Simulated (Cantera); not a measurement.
Predominance diagram of Ca at 1025 K against the partial pressures of O2 and Br2 (log10, bar). Source: NASA polynomial tables (part measured, part estimated), evaluated in Cantera. Candidates: Ca(s), CaBr2(l), CaO(s). Only these pure phases compete in this equilibrium. Not in the tables: oxide halides.

**Question.** Which phase is stable at these pairs, and which metal-bearing vapour leads over it? (-10.4, -12.8); (-7.2, -5.5); (-1.3, -11); (-2.6, -5.5); (-1.9, -14.7); (-11.7, -9.2); (-5.2, -12.8)

**Answer.** 
| log p(O2) | log p(Br2) | phase | chief vapour | log p (bar) |
|---|---|---|---|---|
| -10.4 | -12.8 | CaO(s) | CaBr2 | -12.0 |
| -7.2 | -5.5 | CaO(s) | CaBr2 | -6.3 |
| -1.3 | -11 | CaO(s) | CaBr2 | -14.8 |
| -2.6 | -5.5 | CaO(s) | CaBr2 | -8.6 |
| -1.9 | -14.7 | CaO(s) | CaBr2 | -18.2 |
| -11.7 | -9.2 | CaO(s) | CaBr2 | -7.8 |
| -5.2 | -12.8 | CaO(s) | CaBr2 | -14.6 |
